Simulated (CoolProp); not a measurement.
Values from CoolProp's reference Helmholtz-energy equation of state, Smukala 2000.

### Question
For ethylene, give the phase and the cp (kJ/(kg K)), speed of sound (m/s), Joule-Thomson coefficient (K/MPa) at 268.8 K and 0.392 MPa; 281.4 K and 0.392 MPa; 300.2 K and 0.392 MPa.

### Answer
- 268.8 K and 0.392 MPa: gas; cp 1.49, speed of sound 311, Joule-Thomson coefficient 13.4
- 281.4 K and 0.392 MPa: gas; cp 1.52, speed of sound 318, Joule-Thomson coefficient 11.9
- 300.2 K and 0.392 MPa: gas; cp 1.57, speed of sound 328, Joule-Thomson coefficient 10.1
